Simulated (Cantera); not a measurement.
# Adiabatic ignition

An adiabatic, constant-pressure homogeneous reactor starts with CH₄ : O₂ : N₂ = 1 : 4.26 : 16 (molar parts), at 1575 K and 7.40 atm.

Detailed kinetics in Cantera: GRI-Mech 3.0 (53 species, 325 reactions).

```csv
t (s),T (K),x CH₄,x O₂,x CO,x NO₂,x HCN
4.00e-6,1575,0.0470,0.200,5.67e-9,<1e-12,<1e-12
9.47e-6,1575,0.0470,0.200,1.05e-7,<1e-12,<1e-12
2.24e-5,1575,0.0469,0.200,3.28e-6,<1e-12,<1e-12
5.32e-5,1581,0.0453,0.199,0.000182,<1e-12,<1e-12
0.000126,2486,<1e-12,0.105,0.00235,2.37e-7,2.31e-12
0.000298,2493,<1e-12,0.104,0.00182,1.02e-6,1.87e-12
0.000706,2491,<1e-12,0.104,0.00180,2.83e-6,2.03e-12
0.00167,2487,<1e-12,0.103,0.00177,6.65e-6,2.32e-12
0.00396,2479,<1e-12,0.101,0.00172,1.34e-5,2.70e-12
0.00939,2471,<1e-12,0.0986,0.00167,2.10e-5,2.96e-12
0.0222,2467,<1e-12,0.0977,0.00164,2.44e-5,3.04e-12
0.0527,2467,<1e-12,0.0976,0.00164,2.47e-5,3.05e-12
0.125,2467,<1e-12,0.0976,0.00164,2.47e-5,3.05e-12
0.296,2467,<1e-12,0.0976,0.00164,2.47e-5,3.05e-12
0.700,2467,<1e-12,0.0976,0.00164,2.47e-5,3.05e-12
```
x: mole fraction; the columns are a selection and need not sum to one.

| Quantity | Result |
|---|---|
| time of steepest temperature rise | 95.6 µs |
| temperature at 0.700 s | 2467 K |
| equilibrium temperature | 2467 K |
| x(CH₄) at 0.700 s | <1e-12 (gas-phase equilibrium <1e-12) |
| x(O₂) at 0.700 s | 0.0976 (gas-phase equilibrium 0.0976) |
| x(CO) at 0.700 s | 0.00164 (gas-phase equilibrium 0.00164) |
